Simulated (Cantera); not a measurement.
Cantera run:

```python
import numpy as np
import cantera as ct

gas_names = [...]  # 92 gases of nasa_gas.yaml made of C, H, N
cond_names = """
    C(gr) C6H6(L) C7H8(L) C8H18(L),n-octa
""".split()


# ... load() reads the species with a 1 bar reference pressure and builds the phases ...
atoms = {
    'C2H6': {'C': 2, 'H': 6},
    'NH3': {'N': 1, 'H': 3},
    'H2': {'H': 2},
}
top_T = {'C(gr)': 4500}  # K; cautious upper limits of use, not melting points


# ... equilibrate(T, P, feed) seeds the gas with the atoms and calls Mixture.equilibrate('TP', solver="vcs", rtol=1e-11, max_steps=5000) ...
results = []
feed = {'C2H6': 1, 'NH3': 0.052, 'H2': 1.6}  # mol
for P in [10, 56, 320, 1800, 10000, 56000, 320000, 1800000, 10000000]:
    for T in [2200, 2250, 2300, 2350, 2400, 2450, 2500, 2550, 2600, 2650, 2700, 2750, 2800, 2850]:
        mix = equilibrate(T, P, feed)
        results.append((T, P, feed, dict(zip(mix.species_names, mix.species_moles))))

for T, P, feed, n in results:
    print(f"{T:7g} {P:10.4g}  " + (" + ".join(c for c in cond_names if n.get(c, 0) > 1e-12) or "gas only"))
```

Result:

```
   2200         10  C(gr)
   2250         10  C(gr)
   2300         10  C(gr)
   2350         10  C(gr)
   2400         10  C(gr)
   2450         10  C(gr)
   2500         10  C(gr)
   2550         10  C(gr)
   2600         10  C(gr)
   2650         10  C(gr)
   2700         10  gas only
   2750         10  gas only
   2800         10  gas only
   2850         10  gas only
   2200         56  C(gr)
   2250         56  C(gr)
   2300         56  C(gr)
   2350         56  C(gr)
   2400         56  C(gr)
   2450         56  C(gr)
   2500         56  C(gr)
   2550         56  C(gr)
   2600         56  C(gr)
   2650         56  C(gr)
   2700         56  C(gr)
   2750         56  C(gr)
   2800         56  C(gr)
   2850         56  gas only
   2200        320  C(gr)
   2250        320  C(gr)
   2300        320  C(gr)
   2350        320  C(gr)
   2400        320  C(gr)
   2450        320  C(gr)
   2500        320  C(gr)
   2550        320  C(gr)
   2600        320  C(gr)
   2650        320  C(gr)
   2700        320  C(gr)
   2750        320  C(gr)
   2800        320  C(gr)
   2850        320  C(gr)
   2200       1800  C(gr)
   2250       1800  C(gr)
   2300       1800  C(gr)
   2350       1800  C(gr)
   2400       1800  C(gr)
   2450       1800  C(gr)
   2500       1800  C(gr)
   2550       1800  C(gr)
   2600       1800  C(gr)
   2650       1800  C(gr)
   2700       1800  C(gr)
   2750       1800  C(gr)
   2800       1800  C(gr)
   2850       1800  C(gr)
   2200      1e+04  C(gr)
   2250      1e+04  C(gr)
   2300      1e+04  C(gr)
   2350      1e+04  C(gr)
   2400      1e+04  C(gr)
   2450      1e+04  C(gr)
   2500      1e+04  C(gr)
   2550      1e+04  C(gr)
   2600      1e+04  C(gr)
   2650      1e+04  C(gr)
   2700      1e+04  C(gr)
   2750      1e+04  C(gr)
   2800      1e+04  C(gr)
   2850      1e+04  C(gr)
   2200    5.6e+04  C(gr)
   2250    5.6e+04  C(gr)
   2300    5.6e+04  C(gr)
   2350    5.6e+04  C(gr)
   2400    5.6e+04  C(gr)
   2450    5.6e+04  C(gr)
   2500    5.6e+04  C(gr)
   2550    5.6e+04  C(gr)
   2600    5.6e+04  C(gr)
   2650    5.6e+04  C(gr)
   2700    5.6e+04  C(gr)
   2750    5.6e+04  C(gr)
   2800    5.6e+04  C(gr)
   2850    5.6e+04  C(gr)
   2200    3.2e+05  C(gr)
   2250    3.2e+05  C(gr)
   2300    3.2e+05  C(gr)
   2350    3.2e+05  C(gr)
   2400    3.2e+05  C(gr)
   2450    3.2e+05  C(gr)
   2500    3.2e+05  C(gr)
   2550    3.2e+05  C(gr)
   2600    3.2e+05  C(gr)
   2650    3.2e+05  C(gr)
   2700    3.2e+05  C(gr)
   2750    3.2e+05  C(gr)
   2800    3.2e+05  C(gr)
   2850    3.2e+05  C(gr)
   2200    1.8e+06  C(gr)
   2250    1.8e+06  C(gr)
   2300    1.8e+06  C(gr)
   2350    1.8e+06  C(gr)
   2400    1.8e+06  C(gr)
   2450    1.8e+06  C(gr)
   2500    1.8e+06  C(gr)
   2550    1.8e+06  C(gr)
   2600    1.8e+06  C(gr)
   2650    1.8e+06  C(gr)
   2700    1.8e+06  C(gr)
   2750    1.8e+06  C(gr)
   2800    1.8e+06  C(gr)
   2850    1.8e+06  C(gr)
   2200      1e+07  C(gr)
   2250      1e+07  C(gr)
   2300      1e+07  C(gr)
   2350      1e+07  C(gr)
   2400      1e+07  C(gr)
   2450      1e+07  C(gr)
   2500      1e+07  C(gr)
   2550      1e+07  C(gr)
   2600      1e+07  C(gr)
   2650      1e+07  C(gr)
   2700      1e+07  C(gr)
   2750      1e+07  C(gr)
   2800      1e+07  C(gr)
   2850      1e+07  C(gr)
```

Equilibrium computed with Cantera from the NASA thermochemical tables; the gas is ideal and each condensed phase is pure. The ideal-gas law is rough above about 30 bar.
